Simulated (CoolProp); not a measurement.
Saturation properties of ethanol.

Computed with CoolProp (reference Helmholtz-energy equation of state, Schroeder 2014).

| T (K) | p (MPa) | surface tension (mN/m) | liquid conductivity (mW/(m K)) |
|---|---|---|---|
| 387.6 | 0.3601 | 13.1 | 149 |
| 397.8 | 0.4910 | 12.1 | 147 |
| 407.9 | 0.6554 | 11.1 | 145 |
| 418.1 | 0.8627 | 10.1 | 144 |
| 428.2 | 1.115 | 9.09 | 142 |
| 438.4 | 1.424 | 8.05 | 140 |
| 448.6 | 1.794 | 7.01 | 139 |
| 458.7 | 2.228 | 5.98 | 137 |

It boils at 351.6 K under 1 atm.

Thermal conductivity comes from a separate model (Assael 2013). Surface tension comes from a separate correlation (Mulero 2012).
